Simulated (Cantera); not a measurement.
Feed: 1 mol K2CO3, 0.014 mol C, 1.6 mol O2, equilibrated at 5480 Torr.

Method: chemical equilibrium by Gibbs-energy minimisation in Cantera with the NASA 1993 tables (ideal gas, pure condensed phases). Candidate condensed phases: C, K, KO2, K2CO3, K2O, K2O2; 15 gas species. Kinetics and transport are ignored. All values below are at 1525 K.

Base state: O2 0.991, CO2 0.00876 (mole fractions); condensed: K2CO3(l).

### Question
What changes in the equilibrium state with this change: 0.0089 mol CH4 added?

### Answer
```csv
species,before,after
O2,0.991,0.968
CO2,0.00876,0.0178
H2O,0,0.00734
KOH,0,0.00723
OH,0,2.34e-5
K2(OH)2,0,1.46e-5
"K2CO3(l), mol",1.000,0.994
```
Further candidate phases: C6H6, C7H8, C8H18, H2O, KOH.

### Question
What changes in the equilibrium state with this change: pressure from 5480 Torr to 100 Torr?

### Answer
```json
[
 {"species": "O2", "before": "0.991", "after": "0.978"},
 {"species": "CO2", "before": "0.00876", "after": "0.0132"},
 {"species": "K", "before": "9.48e-6", "after": "0.00854"},
 {"species": "KO", "before": "5.55e-6", "after": "0.000671"},
 {"species": "O", "before": "2.09e-6", "after": "1.53e-5"},
 {"species": "K2CO3(l), mol", "before": "1.000", "after": "0.993"}
]
```
